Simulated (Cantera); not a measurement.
A closed system holds: 1 mol HgO, a varied amount of N2, 1.7 mol O2, equilibrated at 1498.15 K and 0.323 Torr.

Cantera equilibrium calculation (NASA polynomials, part measured and part estimated; ideal gas, pure solids and liquids). Candidate condensed phases: Hg, HgO; 10 gas species. The numbers say what is thermodynamically allowed, not how fast it happens.

Task: At 50 mol N2, list the 5 most abundant gas species with their mole fractions, and the condensed phases.

Result: N2 0.940, O2 0.0410, Hg 0.0188, NO 0.000585, O 3.86e-5. Condensed: gas only.
